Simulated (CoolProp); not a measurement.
Values from CoolProp's reference Helmholtz-energy equation of state, Lemmon 2006. It is a short technical equation, of lower accuracy than the large ones.

Question: For CH3F (R41), give the phase and the density (kg/m³), isothermal compressibility (1/MPa) at 340.8 K and 20.6 bar; 340.8 K and 53.7 bar.

Answer: 
- 340.8 K and 20.6 bar: gas; density 27.9, isothermal compressibility 0.551
- 340.8 K and 53.7 bar: gas; density 96.1, isothermal compressibility 0.297
